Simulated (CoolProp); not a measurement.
Nitrous oxide along the isotherm 341.3 K: Z from the reference equation and from simpler models built on Tc = 309.5 K, pc = 72.45 bar, ω = 0.161; each cubic takes its own stable root.

Values from CoolProp's reference Helmholtz-energy equation of state, Lemmon 2006. It is a short technical equation, of lower accuracy than the large ones.

```
p (bar)          phase  reference
-------  -------------  ---------
45.5               gas     0.8255
90.9     supercritical     0.5982
136      supercritical     0.4045
182      supercritical     0.4248
227      supercritical     0.4813
273      supercritical     0.5450
318      supercritical     0.6085
364      supercritical     0.6734
409      supercritical     0.7364
455      supercritical     0.8002
500      supercritical     0.8619
```

### Question
How far does each simpler model (van der Waals, Redlich-Kwong, Soave-Redlich-Kwong, Peng-Robinson) lie from the reference over these 11 states: mean and median of the absolute difference, and the worst?

### Answer
- van der Waals: mean 22.5 %, median 28.3 %, worst +31.1 % at 341.3 K and 500 bar
- Redlich-Kwong: mean 5.8 %, median 6.3 %, worst +9.8 % at 341.3 K and 182 bar
- Soave-Redlich-Kwong: mean 8.3 %, median 7.9 %, worst +14.8 % at 341.3 K and 136 bar
- Peng-Robinson: mean 2.9 %, median 2.2 %, worst +6.8 % at 341.3 K and 136 bar
